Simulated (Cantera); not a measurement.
An adiabatic, constant-pressure homogeneous reactor starts with 7.13 % CH3OH, 19.5 % O2, 73.4 % N2, equivalence ratio 0.55, at 1800 K and 3750 Torr.

Model: GRI-Mech 3.0 (53 species, 325 reactions), integrated in Cantera. GRI-Mech 3.0 was tuned for natural gas; its chemistry of methanol as a main component is partial and can be far from experiment.

Task: Predict: time of steepest temperature rise; temperature at 3.00 s; equilibrium temperature; x(O2) at 3.00 s; x(H2O) at 3.00 s; x(NO) at 3.00 s.

Result: 
```json
{
  "time_of_steepest_temperature_rise": "7.80 µs",
  "temperature at 3.00 s": "2716 K",
  "equilibrium_temperature": "2716 K",
  "x(O2) at 3.00 s": "0.0750 (gas-phase equilibrium 0.0750)",
  "x(H2O) at 3.00 s": "0.124 (gas-phase equilibrium 0.124)",
  "x(NO) at 3.00 s": "0.0183 (gas-phase equilibrium 0.0183)"
}
```
